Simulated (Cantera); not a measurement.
Feed: 1 mol Si3N4, 0.0098 mol O2, 1.1 mol N2, held at 2148 K and 26000 Pa.

These are equilibrium values from Cantera (NASA tables, ideal gas, pure condensed phases), not measurements of a reactor. Candidate condensed phases: Si, SiO2, Si2N2O, Si3N4; 16 gas species. The tables' values for SiN are old estimates; treat these amounts as uncertain. Equilibrium is a limit: real reactors are often held back by kinetics, nucleation or transport.

**Question.** What is the equilibrium state?

**Answer.** 
- x(N2): 0.993
- x(SiO): 0.00628
- x(Si): 0.000846
- x(Si2N): 9.29e-5
- x(SiN): 8.06e-5
- x(Si2): 1.22e-5
- x(Si3): 2.44e-6
- n(Si(l)): 2.98 mol
- gas amount: 3.123 mol
